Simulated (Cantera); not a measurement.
Low-pressure radical oxidation in H2/O2

A perfectly stirred reactor is fed with H₂ : O₂ : N₂ : H₂O = 0.14 : 1 : 0.16 : 0.0022 (molar parts), at 0.0267 bar; it is held at 1075 K, and followed from long to short residence time.

Model: the H2/O2 subset of GRI-Mech 3.0, which has no nitrogen chemistry, integrated in Cantera. Radical loss at walls, strong at low pressure, is not modelled. The temperature is held fixed by assumption; the heat of reaction is taken as removed at once.

```json
[
 {"τ (s)": "1.7", "x H₂": "0.000292", "x O₂": "0.754", "x H₂O₂": "2.96e-7", "x H": "5.01e-5", "x HO₂": "4.42e-6", "x OH": "0.000463", "x O": "0.000561"},
 {"τ (s)": "0.68", "x H₂": "0.000509", "x O₂": "0.754", "x H₂O₂": "3.56e-7", "x H": "0.000125", "x HO₂": "6.16e-6", "x OH": "0.000638", "x O": "0.00101"},
 {"τ (s)": "0.27", "x H₂": "0.000879", "x O₂": "0.753", "x H₂O₂": "4.20e-7", "x H": "0.000311", "x HO₂": "8.22e-6", "x OH": "0.000889", "x O": "0.00181"},
 {"τ (s)": "0.11", "x H₂": "0.00148", "x O₂": "0.751", "x H₂O₂": "4.81e-7", "x H": "0.000747", "x HO₂": "1.04e-5", "x OH": "0.00124", "x O": "0.00314"},
 {"τ (s)": "0.044", "x H₂": "0.00251", "x O₂": "0.749", "x H₂O₂": "5.42e-7", "x H": "0.00179", "x HO₂": "1.25e-5", "x OH": "0.00174", "x O": "0.00534"},
 {"τ (s)": "0.018", "x H₂": "0.00418", "x O₂": "0.745", "x H₂O₂": "5.93e-7", "x H": "0.00406", "x HO₂": "1.42e-5", "x OH": "0.00241", "x O": "0.00867"},
 {"τ (s)": "0.0071", "x H₂": "0.00711", "x O₂": "0.740", "x H₂O₂": "6.32e-7", "x H": "0.00881", "x HO₂": "1.54e-5", "x OH": "0.00332", "x O": "0.0135"},
 {"τ (s)": "0.0029", "x H₂": "0.0120", "x O₂": "0.733", "x H₂O₂": "6.63e-7", "x H": "0.0161", "x HO₂": "1.56e-5", "x OH": "0.00432", "x O": "0.0184"},
 {"τ (s)": "0.0011", "x H₂": "0.0216", "x O₂": "0.729", "x H₂O₂": "7.08e-7", "x H": "0.0239", "x HO₂": "1.49e-5", "x OH": "0.00531", "x O": "0.0212"}
]
```
x: mole fraction; the columns are a selection and need not sum to one.
